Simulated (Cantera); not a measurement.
Input: 1 mol FeS, 1300 mol H2, at 770000 Pa.

Cantera equilibrium calculation (NASA polynomials, part measured and part estimated; ideal gas, pure solids and liquids). Candidate condensed phases: Fe, FeS, FeS2, S; 8 gas species. Kinetics and transport are ignored.

Task: What share of the Fe ends up in condensed phases as a function of T (°C), at 1200, 1250, 1300, 1350, 1400, 1450, 1500, 1550, 1600, 1650, 1700, 1750, 1800?

Result: 
| T (°C) | Fe condensed (%) | as |
|---|---|---|
| 1200 | 100.0 | Fe(γ) |
| 1250 | 100.0 | Fe(γ) |
| 1300 | 100.0 | Fe(γ) |
| 1350 | 100.0 | Fe(γ) |
| 1400 | 99.9 | Fe(δ) |
| 1450 | 99.8 | Fe(δ) |
| 1500 | 99.7 | Fe(δ) |
| 1550 | 99.3 | Fe(l) |
| 1600 | 98.7 | Fe(l) |
| 1650 | 97.5 | Fe(l) |
| 1700 | 95.5 | Fe(l) |
| 1750 | 92.1 | Fe(l) |
| 1800 | 86.4 | Fe(l) |
